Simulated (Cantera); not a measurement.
Input: 1 mol CO, 0.28 mol NH3, 7.6 mol N2, 0.46 mol H2, at 1500 K and 1330 Pa.

Equilibrium computed with Cantera from the NASA thermochemical tables; the gas is ideal and each condensed phase is pure. Candidate condensed phases: C, C6H6, C7H8, C8H18, H2O; 136 gas species. Rates play no part.

Base state: N2 0.805, CO 0.104, H2 0.0914, H 4.61e-5 (mole fractions); condensed: gas only.

Problem. What changes in the equilibrium state with this change: CO replaced by C?

Solution. 
```tsv
species	before	after
N2	0.805	0.898
H2	0.0914	0.102
HCN	9.39e-6	0.000320
CO	0.104	0
H	4.61e-5	4.87e-5
C(graphite), mol	0	0.997
```
